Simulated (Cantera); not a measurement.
Feed: 1 mol SF6, 1.4 mol H2O, 0.86 mol O2, 0.43 mol SO2, at 0.150 bar.

Equilibrium computed with Cantera from the NASA thermochemical tables; the gas is ideal and each condensed phase is pure. Candidate condensed phases: H2O, H2SO4, S; 43 gas species. The tables' values for SOF2, SF3 are old estimates; treat these amounts as uncertain. Equilibrium is a limit: real reactors are often held back by kinetics, nucleation or transport.

x: gas mole fraction; nothing condenses.

```tsv
T (°C)	x F	x HF	x SO2	x O2	x O	x SO	x SOF2
1852	0.389	0.355	0.172	0.0746	0.00116	0.000702	0.00646
1927	0.394	0.352	0.174	0.0722	0.00188	0.00129	0.00311
2002	0.396	0.351	0.175	0.0709	0.00295	0.00225	0.00152
2077	0.397	0.350	0.174	0.0703	[?]	[?]	0.000765
2152	0.397	0.348	0.171	0.0699	0.00676	0.00595	0.000396
2227	0.396	0.347	0.167	0.0696	0.00987	0.00913	0.000210
2302	0.394	0.346	0.162	0.0695	0.0141	0.0135	0.000114
2377	0.392	0.343	0.155	0.0694	0.0198	0.0192	6.28e-5
2452	0.389	0.340	0.146	0.0692	[?]	[?]	3.50e-5
2527	0.385	0.337	0.135	0.0689	0.0368	0.0349	1.96e-5
2602	0.380	0.332	0.121	0.0683	0.0488	0.0443	1.09e-5
2677	0.375	0.326	0.107	0.0671	0.0636	0.0540	6.09e-6
```

Question: What belongs in the gaps?

Answer: 
- 2077, x O: 0.00452
- 2077, x SO: 0.00373
- 2452, x O: 0.0272
- 2452, x SO: 0.0264
